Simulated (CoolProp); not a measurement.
Propylene along the isotherm 9.55 °C: density (kg/m³) from the reference equation and from simpler models built on Tc = 91.1 °C, pc = 4.555 MPa, ω = 0.146; each cubic takes its own stable root.

Values from CoolProp's reference Helmholtz-energy equation of state, Lemmon 2013.

| p (MPa) | phase | reference |
|---|---|---|
| 0.876 | liquid | 531.9 |
| 1.75 | liquid | 534.1 |
| 2.63 | liquid | 536.2 |
| 3.5 | liquid | 538.2 |
| 4.38 | liquid | 540.2 |
| 5.26 | liquid | 542.1 |
| 6.13 | liquid | 543.9 |
| 7.01 | liquid | 545.7 |
| 7.88 | liquid | 547.4 |
| 8.76 | liquid | 549.1 |
| 9.64 | liquid | 550.7 |
| 10.5 | liquid | 552.3 |
| 11.4 | liquid | 553.9 |

**Question.** How far does each simpler model (van der Waals, Peng-Robinson) lie from the reference over these 13 states: mean and median of the absolute difference, and the worst?

**Answer.** 
- van der Waals: mean 39.4 %, median 34.6 %, worst -96.7 % at 9.55 °C and 0.876 MPa
- Peng-Robinson: mean 5.4 %, median 5.5 %, worst +6.2 % at 9.55 °C and 11.4 MPa

At some of these states van der Waals gives the other phase, because its saturation line lies elsewhere.
